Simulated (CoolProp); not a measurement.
Vapour-liquid equilibrium of R134a (1) + R141b (2) at -32.95 °C; x and y are mole fractions of (1).

Values from CoolProp's multi-fluid Helmholtz-energy mixture model, Tillner-Roth 1994 and Lemmon 2006; pair parameters Bell 2016.

**Question.** Give the bubble pressure and the first vapour's composition at x = 0.425, 0.8, 0.95. Is there an azeotrope?

**Answer.** x = 0.425: 0.4523 bar, y = 0.929; x = 0.8: 0.6287 bar, y = 0.972; x = 0.95: 0.7027 bar, y = 0.991. No azeotrope shows between x = 0.05 and 0.95.

The pair parameters rest on a limited set of measurements; away from them the model extrapolates. With so large a gap from Raoult's law the liquid may split in two, which this calculation doesn't test in full.
